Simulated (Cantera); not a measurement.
Cantera run, input and output.

```python
import numpy as np
import cantera as ct

gas = ct.Solution("SiF4_NH3_mec.yaml", "gas")
gas.TPX = 1575, 5000, {'NH3': 1, 'H2': 2.1}
inlet = ct.Reservoir(gas, clone=True)

reactor = ct.IdealGasConstPressureReactor(gas, energy="off", clone=False)
exhaust = ct.Reservoir(gas, clone=True)
tau = [9, 3.7, 1.5, 0.63, 0.26, 0.11, 0.044, 0.018, 0.0075, 0.0031][0]
for a, b in ((inlet, reactor), (reactor, exhaust)):
    ct.MassFlowController(a, b, mdot=lambda t: reactor.mass / tau)
net = ct.ReactorNet([reactor])
show = ['NH3', 'H2', 'N2H2', 'N2', 'N', 'H']

rows = []
print(f"{'tau/s':>10s}{'T/K':>9s}" + "".join(f"{s:>11s}" for s in show))
for tau in [9, 3.7, 1.5, 0.63, 0.26, 0.11, 0.044, 0.018, 0.0075, 0.0031]:
    net.initial_time = 0.0
    net.advance(30 * tau)
    before = gas.X
    net.advance(40 * tau)
    drift = np.max(np.abs(gas.X - before) / (gas.X + 1e-9))
    rows.append([gas.T, *gas[show].X, drift])
    print(f"{tau:10.3e}{gas.T:9.1f}" + "".join(f"{x:11.3e}" for x in gas[show].X))
```

Result:

```
     tau/s      T/K        NH3         H2       N2H2         N2          N          H
 9.000e+00   1575.0  3.004e-01  6.912e-01  1.964e-07  8.371e-03  1.354e-08  5.306e-05
 3.700e+00   1575.0  3.131e-01  6.833e-01  2.062e-07  3.574e-03  1.332e-08  5.149e-05
 1.500e+00   1575.0  3.187e-01  6.797e-01  2.050e-07  1.430e-03  1.275e-08  5.018e-05
 6.300e-01   1575.0  3.210e-01  6.783e-01  1.917e-07  5.561e-04  1.146e-08  4.819e-05
 2.600e-01   1575.0  3.220e-01  6.777e-01  1.571e-07  1.844e-04  8.679e-09  4.378e-05
 1.100e-01   1575.0  3.224e-01  6.775e-01  9.320e-08  4.431e-05  4.210e-09  3.427e-05
 4.400e-02   1575.0  3.225e-01  6.774e-01  2.521e-08  4.454e-06  6.691e-10  1.847e-05
 1.800e-02   1575.0  3.226e-01  6.774e-01  4.317e-09  2.961e-07  5.268e-11  7.891e-06
 7.500e-03   1575.0  3.226e-01  6.774e-01  7.206e-10  2.001e-08  3.867e-12  3.302e-06
 3.100e-03   1575.0  3.226e-01  6.774e-01  1.159e-10  1.294e-09  2.724e-13  1.366e-06
```

Cantera simulation using the gas-phase N/H chemistry of the illustrative SiF4/NH3 mechanism in the Surface Chemkin manual (1991); the numbers are that mechanism's predictions, not measurements. Walls and surfaces, which speed up NH3 decomposition in real reactors, are not modelled.
